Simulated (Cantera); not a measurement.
**Adiabatic ignition**

An adiabatic, constant-volume homogeneous reactor starts with 4.57 % CH₄, 0.503 % CO, 20.0 % O₂, 75.0 % N₂, equivalence ratio 0.47, at 1823 K and 5.00 bar.

Model: GRI-Mech 3.0 (53 species, 325 reactions), integrated in Cantera.

| t (s) | T (K) | P (bar) | x CH₄ | x CO | x O₂ | x HO₂ | x CH₂ | x H₂ |
|---|---|---|---|---|---|---|---|---|
| 1.00e-6 | 1823 | 5.00 | 0.0457 | 0.00503 | 0.200 | 4.33e-6 | 3.56e-10 | 4.97e-6 |
| 3.05e-6 | 1823 | 5.00 | 0.0455 | 0.00503 | 0.200 | 1.27e-5 | 3.20e-9 | 1.93e-5 |
| 9.30e-6 | 1824 | 5.00 | 0.0445 | 0.00507 | 0.199 | 4.49e-5 | 8.46e-8 | 0.000160 |
| 2.83e-5 | 2718 | 7.59 | <1e-12 | 0.0126 | 0.103 | 2.19e-5 | <1e-12 | 0.00317 |
| 8.64e-5 | 2817 | 7.81 | <1e-12 | 0.00782 | 0.101 | 2.56e-5 | <1e-12 | 0.00210 |
| 0.000263 | 2804 | 7.77 | <1e-12 | 0.00761 | 0.0976 | 2.44e-5 | <1e-12 | 0.00206 |
| 0.000803 | 2788 | 7.72 | <1e-12 | 0.00735 | 0.0932 | 2.28e-5 | <1e-12 | 0.00199 |
| 0.00245 | 2783 | 7.71 | <1e-12 | 0.00727 | 0.0919 | 2.23e-5 | <1e-12 | 0.00198 |
| 0.00747 | 2783 | 7.71 | <1e-12 | 0.00727 | 0.0919 | 2.23e-5 | <1e-12 | 0.00198 |
| 0.0228 | 2783 | 7.71 | <1e-12 | 0.00727 | 0.0919 | 2.23e-5 | <1e-12 | 0.00198 |
| 0.0694 | 2783 | 7.71 | <1e-12 | 0.00727 | 0.0919 | 2.23e-5 | <1e-12 | 0.00198 |
| 0.212 | 2783 | 7.71 | <1e-12 | 0.00727 | 0.0919 | 2.23e-5 | <1e-12 | 0.00198 |
| 0.645 | 2783 | 7.71 | <1e-12 | 0.00727 | 0.0919 | 2.23e-5 | <1e-12 | 0.00198 |
| 1.97 | 2783 | 7.71 | <1e-12 | 0.00727 | 0.0919 | 2.23e-5 | <1e-12 | 0.00198 |
| 6.00 | 2783 | 7.71 | <1e-12 | 0.00727 | 0.0919 | 2.23e-5 | <1e-12 | 0.00198 |
x: mole fraction; the columns are a selection and need not sum to one.

```yaml
time_of_steepest_temperature_rise: 21.9 µs
temperature at 6.00 s: 2783 K
equilibrium_temperature: 2783 K
x(CH₄) at 6.00 s: <1e-12 (gas-phase equilibrium <1e-12)
x(CO) at 6.00 s: 0.00727 (gas-phase equilibrium 0.00727)
x(O₂) at 6.00 s: 0.0919 (gas-phase equilibrium 0.0919)
```
